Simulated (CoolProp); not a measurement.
Computed with CoolProp (reference Helmholtz-energy equation of state, Lemmon 2006). It is a short technical equation, of lower accuracy than the large ones.

### Question
For R141b, give the phase and the density (kg/m³), cp (kJ/(kg K)), cv (kJ/(kg K)), Joule-Thomson coefficient (K/MPa) at 327.4 K and 2.73 bar; 327.4 K and 421 bar.

### Answer
- 327.4 K and 2.73 bar: liquid; density 1180, cp 1.20, cv 0.831, Joule-Thomson coefficient -0.296
- 327.4 K and 421 bar: liquid; density 1260, cp 1.13, cv 0.844, Joule-Thomson coefficient -0.435
